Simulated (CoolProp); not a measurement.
A single-stage vapour-compression cycle with isobutane: evaporating at 314.15 K (dew point), condensing at 374.15 K (bubble point), superheat 0 K, subcooling 5 K, compressor efficiency 0.65, no pressure losses. Each further row changes one setting.

Computed with CoolProp (reference Helmholtz-energy equation of state, Bücker 2006).

```
case                              cooling COP  pressure ratio  discharge temperature (K)  refrigerating effect (kJ/kg)  volumetric capacity (kJ/m³)
--------------------------------  -----------  --------------  -------------------------  ----------------------------  ---------------------------
as stated                                2.12            3.71                      375.9                           156                         2190
evaporating temperature 319.15 K         2.45            3.26                          …                             …                         2590
condensing temperature 369.15 K          2.49               …                          …                           172                         2410
subcooling 10 K                          2.33            3.71                      375.9                           172                         2410
superheat 10 K                           2.23            3.71                      384.6                           176                         2350
compressor efficiency 0.55                  …            3.71                      380.6                           156                         2190
```

**Question.** Fill in the missing entries.

**Answer.** 
- evaporating temperature 319.15 K, discharge temperature (K): 375.6
- evaporating temperature 319.15 K, refrigerating effect (kJ/kg): 163
- condensing temperature 369.15 K, pressure ratio: 3.38
- condensing temperature 369.15 K, discharge temperature (K): 370.8
- compressor efficiency 0.55, cooling COP: 1.79
